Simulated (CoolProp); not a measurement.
Computed with CoolProp (reference Helmholtz-energy equation of state, Lemmon 2006). It is a short technical equation, of lower accuracy than the large ones.

For R141b, give the phase and the cv (kJ/(kg K)), Joule-Thomson coefficient (K/MPa) at 315.4 K and 12.1 MPa; 415.8 K and 2.35 MPa.


- 315.4 K and 12.1 MPa: liquid; cv 0.824, Joule-Thomson coefficient -0.382
- 415.8 K and 2.35 MPa: liquid; cv 0.919, Joule-Thomson coefficient 0.311
